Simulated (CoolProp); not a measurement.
Values from CoolProp's reference Helmholtz-energy equation of state, Beckmüller 2019.

Task: For n-octane, give the phase and the speed of sound (m/s), isothermal compressibility (1/MPa), viscosity (µPa s), conductivity (mW/(m K)) at 169.25 °C and 0.754 bar.

Result: 
- 169.25 °C and 0.754 bar: gas; speed of sound 178, isothermal compressibility 13.6, viscosity 8.37, conductivity 24.6

Viscosity comes from a separate model (Huber 2004). Thermal conductivity comes from a separate model (Huber 2005).
